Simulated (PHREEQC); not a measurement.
1 kg of water holding 0.0042 mol NaOH, 0.004 mol Na2SO4 and 0.08 mol NaCl is evaporated at 25 °C; the solids stay in contact with the brine. CO2 from the air is kept out. Only these solids could form: Halite, Mirabilite, Thenardite.

Computed with PHREEQC (Pitzer model, pitzer.dat).

```json
[
 {"water left (kg)": "1", "ionic strength": "0.0962", "water activity": "0.997", "Halite (mol)": "0", "Thenardite (mol)": "0", "S in solution (mol/kgw)": "0.00400"},
 {"water left (kg)": "0.6755", "ionic strength": "(withheld)", "water activity": "0.996", "Halite (mol)": "0", "Thenardite (mol)": "0", "S in solution (mol/kgw)": "0.00592"},
 {"water left (kg)": "0.375", "ionic strength": "(withheld)", "water activity": "0.992", "Halite (mol)": "0", "Thenardite (mol)": "0", "S in solution (mol/kgw)": "(withheld)"},
 {"water left (kg)": "0.2533", "ionic strength": "(withheld)", "water activity": "0.988", "Halite (mol)": "0", "Thenardite (mol)": "0", "S in solution (mol/kgw)": "0.0158"},
 {"water left (kg)": "0.1407", "ionic strength": "0.684", "water activity": "0.979", "Halite (mol)": "0", "Thenardite (mol)": "0", "S in solution (mol/kgw)": "0.0284"},
 {"water left (kg)": "0.09502", "ionic strength": "1.01", "water activity": "0.969", "Halite (mol)": "0", "Thenardite (mol)": "0", "S in solution (mol/kgw)": "0.0421"},
 {"water left (kg)": "0.05275", "ionic strength": "1.82", "water activity": "0.943", "Halite (mol)": "0", "Thenardite (mol)": "0", "S in solution (mol/kgw)": "0.0758"},
 {"water left (kg)": "0.03564", "ionic strength": "2.70", "water activity": "0.914", "Halite (mol)": "0", "Thenardite (mol)": "0", "S in solution (mol/kgw)": "0.112"},
 {"water left (kg)": "0.01979", "ionic strength": "4.86", "water activity": "0.832", "Halite (mol)": "0", "Thenardite (mol)": "0", "S in solution (mol/kgw)": "0.202"},
 {"water left (kg)": "0.01337", "ionic strength": "6.92", "water activity": "0.744", "Halite (mol)": "0.00366", "Thenardite (mol)": "0", "S in solution (mol/kgw)": "0.299"},
 {"water left (kg)": "0.007426", "ionic strength": "(withheld)", "water activity": "(withheld)", "Halite (mol)": "(withheld)", "Thenardite (mol)": "0", "S in solution (mol/kgw)": "(withheld)"},
 {"water left (kg)": "0.005012", "ionic strength": "7.85", "water activity": "0.731", "Halite (mol)": "0.0541", "Thenardite (mol)": "0.000937", "S in solution (mol/kgw)": "0.611"}
]
```

**Question.** Some entries are withheld; supply them.

**Answer.** 
- 0.6755, ionic strength: 0.142
- 0.375, ionic strength: 0.257
- 0.375, S in solution (mol/kgw): 0.0107
- 0.2533, ionic strength: 0.380
- 0.007426, ionic strength: 7.56
- 0.007426, water activity: 0.737
- 0.007426, Halite (mol): 0.0401
- 0.007426, S in solution (mol/kgw): 0.539
